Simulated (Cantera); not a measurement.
Charge: 1 mol CCl4, 0.0096 mol CH4, at 46.0 Pa.

Method: chemical equilibrium by Gibbs-energy minimisation in Cantera with the NASA 1993 tables (ideal gas, pure condensed phases). Candidate condensed phases: C, C6H6, C7H8, C8H18; 103 gas species. Ions and electrons are included (thermal ionisation). The tables' values for CCl are old estimates; treat these amounts as uncertain. Rates play no part.

x: gas mole fraction; n: condensed amount in mol.

```json
[
 {"T (°C)": "2227", "x Cl": "0.989", "x C": "0.000362", "x C3": "0.00108", "x C2": "9.96e-5", "x H": "0.00471", "x HCl": "0.00479", "x e-": "2.73e-11", "n C(graphite)": "0.994"},
 {"T (°C)": "2727", "x Cl": "0.882", "x C": "0.0463", "x C3": "0.0503", "x C2": "0.0122", "x H": "0.00826", "x HCl": "0.000197", "x e-": "4.70e-8", "n C(graphite)": "0"},
 {"T (°C)": "3227", "x Cl": "0.799", "x C": "0.185", "x C3": "0.00151", "x C2": "0.00587", "x H": "0.00766", "x HCl": "1.22e-5", "x e-": "2.81e-6", "n C(graphite)": "0"},
 {"T (°C)": "3727", "x Cl": "0.793", "x C": "0.199", "x C3": "?", "x C2": "?", "x H": "0.00761", "x HCl": "?", "x e-": "?", "n C(graphite)": "0"},
 {"T (°C)": "4227", "x Cl": "0.792", "x C": "0.200", "x C3": "?", "x C2": "?", "x H": "0.00761", "x HCl": "?", "x e-": "?", "n C(graphite)": "0"},
 {"T (°C)": "4727", "x Cl": "0.791", "x C": "0.199", "x C3": "1.80e-9", "x C2": "1.21e-5", "x H": "0.00760", "x HCl": "1.05e-7", "x e-": "0.00131", "n C(graphite)": "0"}
]
```

### Question
Fill in the missing entries.

### Answer

- 4227, x C3: 6.61e-8
- 4227, x C2: 6.31e-5
- 4227, x HCl: 3.60e-7
- 4227, x e-: 0.000263
- 3727, x C3: 5.83e-6
- 3727, x C2: 0.000487
- 3727, x HCl: 1.68e-6
- 3727, x e-: 3.62e-5
